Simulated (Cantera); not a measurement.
Moist CO burnout

A perfectly stirred reactor is fed with 0.440 % CO, 3.16 % O2, 0.765 % H2O, 95.6 % N2, at 10.0 bar; it is held at 875 K, and followed from long to short residence time.

Detailed kinetics in Cantera: GRI-Mech 3.0 (53 species, 325 reactions).

```
τ (s)       x CO    x O2    x H2O     x N2O      x OH
-------  -------  ------  -------  --------  --------
9.5      0.00404  0.0314  0.00765   3.76e-9  2.03e-10
3.4      0.00430  0.0315  0.00765   1.10e-9  1.53e-10
1.2      0.00438  0.0316  0.00765  2.27e-10  7.21e-11
0.44     0.00440  0.0316  0.00765  4.09e-11  2.02e-11
0.16     0.00440  0.0316  0.00765  1.04e-11  5.90e-12
0.056    0.00440  0.0316  0.00765  3.19e-12  2.03e-12
0.020    0.00440  0.0316  0.00765  1.08e-12    <1e-12
0.0072   0.00440  0.0316  0.00765    <1e-12    <1e-12
0.0026   0.00440  0.0316  0.00765    <1e-12    <1e-12
0.00092  0.00440  0.0316  0.00765    <1e-12    <1e-12
```
x: mole fraction; the columns are a selection and need not sum to one.
